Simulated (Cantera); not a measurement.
A closed system holds: 1 mol BCl3, 0.1 mol H2O, 0.1 mol N2, equilibrated at 1098 K and 890 Pa.

These are equilibrium values from Cantera (NASA tables, ideal gas, pure condensed phases), not measurements of a reactor. Candidate condensed phases: B, BN, B2O3, B3O3H3, H2O, NH4Cl; 49 gas species. The tables' values for BOCl are old estimates; treat these amounts as uncertain. Kinetics and transport are ignored.

### Question
What is the equilibrium state?

### Answer
```
Quantity                                 Result
------------------------------------  ---------
x(BCl3)                                   0.730
x(HCl)                                    0.162
x(N2)                                    0.0811
x(B3O3Cl3)                               0.0270
x(BOCl)                                 4.62e-5
x(Cl)                                   1.39e-5
x(H2)                                   7.57e-6
gas amount                            1.233 mol
log10 activity of B(s) (absent)           -6.48
log10 activity of B3O3H3(s) (absent)     -24.04
```
